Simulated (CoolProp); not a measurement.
Oxygen at 361.06 K and 0.409 MPa flows at 0.06 m/s in a round tube of 1 mm bore and 1.5 µm roughness, fully developed (64/Re and Nu = 3.66 if laminar; Colebrook and Gnielinski if turbulent). Each further row changes one setting.

Computed with CoolProp (reference Helmholtz-energy equation of state, Schmidt 1985).

```json
[
 {"case": "as stated", "Reynolds number": "10.9", "Darcy friction factor": "5.86", "pressure drop (Pa/m)": "46.0", "heat-transfer coefficient (W/(m² K))": "114", "mass flow (kg/h)": "0.000740"},
 {"case": "velocity 0.12 m/s", "Reynolds number": "21.9", "Darcy friction factor": "2.93", "pressure drop (Pa/m)": "92.0", "heat-transfer coefficient (W/(m² K))": "114", "mass flow (kg/h)": "0.00148"},
 {"case": "diameter 2 mm", "Reynolds number": "21.9", "Darcy friction factor": "2.93", "pressure drop (Pa/m)": "11.5", "heat-transfer coefficient (W/(m² K))": "57.2", "mass flow (kg/h)": "0.00296"}
]
```

Above 300 K oxygen's equation is extrapolated.

Viscosity comes from a separate model (Lemmon 2004). Thermal conductivity comes from a separate model (Lemmon 2004).
